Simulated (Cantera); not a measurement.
An isothermal, constant-pressure homogeneous reactor starts with 0.327 % CH₃OH, 0.565 % O₂, 99.1 % N₂, at 1500 K and 8.60 bar.

Detailed kinetics in Cantera: GRI-Mech 3.0 (53 species, 325 reactions). GRI-Mech 3.0 was tuned for natural gas; its chemistry of methanol as a main component is partial and can be far from experiment.

x: mole fraction; the columns are a selection and need not sum to one.

| t (s) | x CH₃OH | x O₂ | x HO₂ | x CH₂O | x NO | x NO₂ | x HCO |
|---|---|---|---|---|---|---|---|
| 2.00e-6 | 0.00327 | 0.00565 | 6.65e-7 | 2.12e-6 | <1e-12 | <1e-12 | 6.23e-11 |
| 9.35e-6 | 0.00324 | 0.00564 | (withheld) | (withheld) | 1.21e-11 | <1e-12 | (withheld) |
| 4.37e-5 | 0.00293 | 0.00555 | 4.56e-5 | 0.000300 | 1.89e-10 | 1.30e-11 | 7.90e-8 |
| 0.000205 | 3.30e-12 | 0.00192 | 3.22e-6 | 1.53e-10 | 1.45e-6 | 2.28e-9 | 6.99e-9 |
| 0.000956 | <1e-12 | 0.00102 | 1.09e-6 | 1.57e-12 | 2.12e-6 | 5.81e-9 | 1.54e-10 |
| 0.00447 | <1e-12 | 0.000768 | 2.09e-7 | <1e-12 | 2.31e-6 | 1.22e-8 | 1.06e-12 |
| 0.0209 | <1e-12 | 0.000741 | 1.40e-8 | <1e-12 | 2.35e-6 | 9.62e-9 | <1e-12 |
| 0.0978 | <1e-12 | 0.000740 | (withheld) | <1e-12 | 2.36e-6 | (withheld) | <1e-12 |
| 0.457 | <1e-12 | 0.000740 | 1.23e-9 | <1e-12 | 2.36e-6 | 2.20e-9 | <1e-12 |
| 2.14 | <1e-12 | 0.000740 | 1.23e-9 | <1e-12 | 2.38e-6 | 2.21e-9 | <1e-12 |
| 10.0 | <1e-12 | 0.000740 | 1.23e-9 | <1e-12 | 2.43e-6 | 2.26e-9 | <1e-12 |

### Question
Fill in the missing entries.

### Answer

- 9.35e-6, x HO₂: 6.69e-6
- 9.35e-6, x CH₂O: 2.22e-5
- 9.35e-6, x HCO: 1.05e-9
- 0.0978, x HO₂: 1.67e-9
- 0.0978, x NO₂: 2.78e-9
